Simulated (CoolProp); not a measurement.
Vapour-liquid equilibrium of R13 (1) + n-butane (2) at 0.644 bar; x and y are mole fractions of (1).

Computed with CoolProp (multi-fluid Helmholtz-energy mixture model, Platzer 1990 and Bücker 2006; pair parameters Bell 2016). This equation is an older, rougher fit; its heat capacities, sound speeds and derivatives of the liquid may be far off and weren't checked against measurements.

Task: Give the bubble temperature and the first vapour's composition at x = 0.05, 0.8, 0.95. Is there an azeotrope?

Result: x = 0.05: 227.5 K, y = 0.814; x = 0.8: 186.7 K, y = 0.995; x = 0.95: 184.5 K, y = 0.999. No azeotrope shows between x = 0.05 and 0.95.

The pair parameters rest on a limited set of measurements; away from them the model extrapolates. With so large a gap from Raoult's law the liquid may split in two, which this calculation doesn't test in full.
